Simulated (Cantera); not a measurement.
An isothermal, constant-pressure homogeneous reactor starts with H2 : O2 = 0.007 : 1 (molar parts), equivalence ratio 0.0035, at 1048 K and 9.00 Torr.

Detailed kinetics in Cantera: the H2/O2 subset of GRI-Mech 3.0, which has no nitrogen chemistry. Radical loss at walls, strong at low pressure, is not modelled.

One state of this run: x H2 = 1.89e-8; x O2 = 0.993; x HO2 = 1.51e-8; x H = 7.28e-9; x OH = 9.31e-6; x H2O = 0.00697; x O = 4.55e-6. x: mole fraction; the columns are a selection and need not sum to one.

**Question.** Which value of t (s) does it belong to?
A. 0.00953
B. 0.984
C. 10.0
D. 0.0969

**Answer.** C, 10.0
